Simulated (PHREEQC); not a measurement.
Make-up at 25 °C: 0.049 mol/kgw ZnSO4, 0.00011 mol/kgw NaCl and 0.071 mol/kgw K2SO4. Closed to the air; pH follows from the charge balance.

The numbers come from PHREEQC with the ion-association model, phreeqc.dat.

Question: The ionic strength comes out as 0.260 mol/kgw. What activity coefficients do K+, Na+, Zn(SO4)2-2, KSO4-, SO4-2 get?

Answer: K+ 0.69, Na+ 0.74, Zn(SO4)2-2 0.30, KSO4- 0.73, SO4-2 0.26.

Precipitation was switched off in this run.
